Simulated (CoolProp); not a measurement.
Vapour-liquid equilibrium of ethanol (1) + p-xylene (2) at 399.2 K; x and y are mole fractions of (1).

The numbers come from the multi-fluid Helmholtz-energy mixture model, Schroeder 2014 and Zhou 2012; pair parameters Bell 2016 in CoolProp.

| x | bubble pressure, mixture model (bar) | bubble pressure, Raoult's law (bar) | y, mixture model | y, Raoult's law |
|---|---|---|---|---|
| 0.05 | 1.662 | 0.9410 | 0.570 | 0.272 |
| 0.125 | 2.566 | 1.271 | 0.728 | 0.503 |
| 0.2 | 3.089 | 1.600 | 0.780 | 0.639 |
| 0.275 | 3.399 | 1.930 | 0.805 | 0.729 |
| 0.35 | 3.599 | 2.259 | 0.820 | 0.793 |
| 0.425 | 3.749 | 2.589 | 0.832 | 0.840 |
| 0.5 | 3.884 | 2.919 | 0.843 | 0.876 |
| 0.575 | 4.024 | 3.248 | 0.856 | 0.906 |
| 0.65 | 4.178 | 3.578 | 0.872 | 0.929 |
| 0.725 | 4.350 | 3.907 | 0.892 | 0.949 |
| 0.8 | 4.541 | 4.237 | 0.916 | 0.966 |
| 0.875 | 4.748 | 4.567 | 0.944 | 0.980 |
| 0.95 | 4.966 | 4.896 | 0.977 | 0.993 |

The largest gap from Raoult's law is +101.9 % in bubble pressure, at x = 0.125. No azeotrope shows between x = 0.05 and 0.95.

Pair parameters are fitted to limited data, so mixtures are less certain than the pure fluids. With so large a gap from Raoult's law the liquid may split in two, which this calculation doesn't test in full.
